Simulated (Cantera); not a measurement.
Input (Python, Cantera) and output of one run.

```python
import numpy as np
import cantera as ct

gas_names = """
    H HO2 H2 H2O H2O2 O OH O2 O3 Zr ZrO ZrO2
""".split()
cond_names = """
    H2O(s) H2O(L) Zr(a) Zr(b) Zr(L) ZrO2(a) ZrO2(b) ZrO2(L)
""".split()


# ... load() reads the species with a 1 bar reference pressure and builds the phases ...
atoms = {
    'Zr': {'Zr': 1},
    'H2O': {'H': 2, 'O': 1},
}
top_T = {}  # K; cautious upper limits of use, not melting points


# ... equilibrate(T, P, feed) seeds the gas with the atoms and calls Mixture.equilibrate('TP', solver="vcs", rtol=1e-11, max_steps=5000) ...
results = []
feed = {'Zr': 1, 'H2O': 0.23}  # mol
T = 2198.15  # K
P = 100000  # Pa
mix = equilibrate(T, P, feed)
results.append((T, P, feed, dict(zip(mix.species_names, mix.species_moles))))
x = sorted(zip(gas.X, gas.species_names), reverse=True)
print(f"T = {T:g} K  P = {P:g} Pa  gas = {mix.phase_moles(0):.4g} mol")
print("   x: " + "  ".join(f"{s} {v:.3e}" for v, s in x if v > 0.0001))
print("   condensed (mol): " + ("  ".join(f"{mix.phase(i).name} {mix.phase_moles(i):.4g}"
      for i in range(1, mix.n_phases) if mix.phase_moles(i) > 1e-12) or "none"))
```

Result:

```
T = 2198.15 K  P = 100000 Pa  gas = 0.2306 mol
   x: H2 9.944e-01  H 5.558e-03
   condensed (mol): Zr(L) 0.885  ZrO2(b) 0.115
```

Method: chemical equilibrium by Gibbs-energy minimisation in Cantera with the NASA 1993 tables (ideal gas, pure condensed phases). Mutual solubility and eutectic melting of coexisting phases are not modelled. Condensed phases not in the tables: N, O or C dissolved in the metal.
